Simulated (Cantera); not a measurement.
**Equilibrium for iron carbonyl, mercury and lead vapours: PbO + O2 + N2 + CO**

Charge: 1 mol PbO, 0.31 mol O2, 0.2 mol N2, 1 mol CO.

These are equilibrium values from Cantera (NASA tables, ideal gas, pure condensed phases), not measurements of a reactor. Candidate condensed phases: C, Pb, PbO, PbO2, Pb3O4; 27 gas species. Each liquid is taken as pure. Mutual solubility and eutectic melting of coexisting phases are not modelled. The numbers say what is thermodynamically allowed, not how fast it happens.

Q: Map the stable condensed phases over T = 773, 848, 923, 998, 1073, 1148, 1223, 1298, 1373, 1448 K and P in Pa = 10, 36, 130, 460, 1700, 6000, 22000, 77000, 280000, 1000000.

A: 
```
T in K \ P in Pa
              10      36     130     460    1700    6000   22000   77000  280000 1000000
   1448        A       A       A       A       B       B       C       C       C       C
   1373        A       A       A       A       B       C       C       C       C       C
   1298        A       A       A       B       C       C       C       C       C       C
   1223        A       A       B       C       C       C       C       C       C       C
   1148        B       B       C       C       C       C       C       C       C       C
   1073        B       C       C       C       C       C       C       C       C       C
    998        C       C       C       C       C       C       C       C       C       C
    923        C       C       C       C       C       C       C       C       C       C
    848        C       C       C       C       C       C       C       C       C       C
    773        C       C       C       C       C       C       C       C       C       C
```
A: gas only; B: PbO; C: Pb + PbO.
